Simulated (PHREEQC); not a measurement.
Make-up at 25 °C: 0.12 mol ZnSO4, 0.14 mol CaCl2, 0.12 mol NaH2PO4 and 0.0025 mol Na2SO4 per kg of water. Closed to the air; pH follows from the charge balance.

Computed with PHREEQC (ion-association model, wateq4f.dat).

Precipitation was switched off in this run.

**Question.** Estimate the pH, ionic strength, activity of water.

**Answer.** pH 4.16; ionic strength 0.660 mol/kgw; activity of water 0.987.

**Question.** In which forms is Ca present?

**Answer.** Ca+2 53 %, CaH2PO4+ 27 %, CaSO4 19 % of the Ca.

Saturation is exceeded, for instance for Zn3(PO4)2:4w, Gypsum; the values hold only as long as no solid forms. H3PO4, which wateq4f.dat lacks, is added to it with the constant of phreeqc.dat. The database has no phosphate complexes of Zn.
